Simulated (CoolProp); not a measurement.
Vapour-liquid equilibrium of R143a (1) + fluoroethane (R161) (2) at 0.0426 MPa; x and y are mole fractions of (1).

Values from CoolProp's multi-fluid Helmholtz-energy mixture model, Lemmon and Jacobsen 2000 and Wu 2012; pair parameters Bell 2016.

```json
[
 {"x": "0.05", "bubble temperature, mixture model (K)": "217.6", "bubble temperature, Raoult's law (K)": "217.7", "y, mixture model": "0.085", "y, Raoult's law": "0.079"},
 {"x": "0.125", "bubble temperature, mixture model (K)": "216.7", "bubble temperature, Raoult's law (K)": "216.9", "y, mixture model": "0.199", "y, Raoult's law": "0.190"},
 {"x": "0.2", "bubble temperature, mixture model (K)": "215.8", "bubble temperature, Raoult's law (K)": "216.1", "y, mixture model": "0.300", "y, Raoult's law": "0.292"},
 {"x": "0.275", "bubble temperature, mixture model (K)": "215.0", "bubble temperature, Raoult's law (K)": "215.3", "y, mixture model": "0.391", "y, Raoult's law": "0.385"},
 {"x": "0.35", "bubble temperature, mixture model (K)": "214.2", "bubble temperature, Raoult's law (K)": "214.6", "y, mixture model": "0.474", "y, Raoult's law": "0.472"},
 {"x": "0.425", "bubble temperature, mixture model (K)": "213.5", "bubble temperature, Raoult's law (K)": "213.9", "y, mixture model": "0.550", "y, Raoult's law": "0.551"},
 {"x": "0.5", "bubble temperature, mixture model (K)": "212.9", "bubble temperature, Raoult's law (K)": "213.2", "y, mixture model": "0.620", "y, Raoult's law": "0.625"},
 {"x": "0.575", "bubble temperature, mixture model (K)": "212.2", "bubble temperature, Raoult's law (K)": "212.5", "y, mixture model": "0.686", "y, Raoult's law": "0.693"},
 {"x": "0.65", "bubble temperature, mixture model (K)": "211.6", "bubble temperature, Raoult's law (K)": "211.9", "y, mixture model": "0.749", "y, Raoult's law": "0.757"},
 {"x": "0.725", "bubble temperature, mixture model (K)": "211.1", "bubble temperature, Raoult's law (K)": "211.3", "y, mixture model": "0.807", "y, Raoult's law": "0.816"},
 {"x": "0.8", "bubble temperature, mixture model (K)": "210.5", "bubble temperature, Raoult's law (K)": "210.7", "y, mixture model": "0.863", "y, Raoult's law": "0.871"},
 {"x": "0.875", "bubble temperature, mixture model (K)": "210.0", "bubble temperature, Raoult's law (K)": "210.1", "y, mixture model": "0.916", "y, Raoult's law": "0.922"},
 {"x": "0.95", "bubble temperature, mixture model (K)": "209.5", "bubble temperature, Raoult's law (K)": "209.5", "y, mixture model": "0.967", "y, Raoult's law": "0.970"}
]
```

The largest gap from Raoult's law is -0.4 K in bubble temperature, at x = 0.35. No azeotrope shows between x = 0.05 and 0.95.

Pair parameters are fitted to limited data, so mixtures are less certain than the pure fluids.
